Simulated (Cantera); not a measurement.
What does this Cantera script print?

```python
import numpy as np
import cantera as ct

gas_names = [...]  # 113 gases of nasa_gas.yaml made of C, H, O, Ta
cond_names = """
    C(gr) C6H6(L) C7H8(L) C8H18(L),n-octa H2O(s) H2O(L) Ta(cr) Ta(L) TaC(s) TaC(L) Ta2O5(s) Ta2O5(L)
""".split()


# ... load() reads the species with a 1 bar reference pressure and builds the phases ...
atoms = {
    'Ta(OEt)5': {'Ta': 1, 'C': 10, 'H': 25, 'O': 5},
    'O2': {'O': 2},
}
top_T = {'C(gr)': 4500}  # K; cautious upper limits of use, not melting points


# ... equilibrate(T, P, feed) seeds the gas with the atoms and calls Mixture.equilibrate('TP', solver="vcs", rtol=1e-11, max_steps=5000) ...
results = []
T = 2550  # K
P = 133.322  # Pa
for m in [0.66, 0.88, 1.2, 1.6, 2.2, 2.9, 4, 5.3, 7.2]:
    feed = {'Ta(OEt)5': 1, 'O2': m}  # mol
    mix = equilibrate(T, P, feed)
    results.append((T, P, feed, dict(zip(mix.species_names, mix.species_moles))))

top = {s: max(r[3][s] / sum(r[3][g] for g in gas_names) for r in results) for s in gas_names}
cols = sorted((s for s in top if top[s] > 1e-06), key=lambda s: -top[s])[:9]
seen = [c for c in cond_names if any(r[3].get(c, 0) > 1e-12 for r in results)]
print("log10 of partial pressures in bar; condensed amounts in mol")
print(f"{'n(O2)':>10s}" + "".join(f"{s[:9]:>10s}" for s in cols + seen))
for T, P, feed, n in results:
    ng = sum(n[g] for g in gas_names)
    print(f"{feed['O2']:10.4g}" + "".join(f"{np.log10(max(n[s] / ng * P / 1e5, 1e-99)):10.3f}" for s in cols)
          + "".join(f"{n.get(c, 0):10.4g}" for c in seen))
```

It prints:

```
log10 of partial pressures in bar; condensed amounts in mol
     n(O2)         H        CO        H2       H2O         O        OH      TaO2       CO2       TaO     C(gr)    Ta(cr)    TaC(s)
      0.66    -3.218    -3.461    -3.425   -11.553   -11.985   -12.006   -18.030   -12.392   -12.551     2.403         0         1
      0.88    -3.224    -3.441    -3.436   -11.544   -11.964   -11.991   -17.989   -12.350   -12.531     1.962         0         1
       1.2    -3.232    -3.413    -3.451   -11.532   -11.937   -11.971   -17.934   -12.296   -12.503     1.322         0         1
       1.6    -3.241    -3.383    -3.470   -11.520   -11.907   -11.950   -17.874   -12.235   -12.473    0.5208         0         1
       2.2    -3.252    -3.345    -3.493    -8.628    -8.991    -9.046    -9.167    -9.282    -6.681         0    0.3912    0.6045
       2.9    -3.266    -3.338    -3.519    -6.639    -6.976    -7.044    -5.135    -7.259    -4.665         0    0.3699         0
         4    -3.284    -3.352    -3.557    -4.676    -4.976    -5.063    -4.359    -5.273    -5.889         0         0         0
       5.3    -3.321    -3.374    -3.631    -4.189    -4.415    -4.539    -4.359    -4.734    -6.450         0         0         0
       7.2    -3.373    -3.411    -3.734    -3.973    -4.095    -4.271    -4.375    -4.452    -6.785         0         0         0
```

Equilibrium computed with Cantera from the NASA thermochemical tables; the gas is ideal and each condensed phase is pure. The feed counts by its element totals alone. Mutual solubility and eutectic melting of coexisting phases are not modelled. TaC: taken at fixed stoichiometry. Condensed phases not in the tables: Ta2C, N, O or C dissolved in the metal.
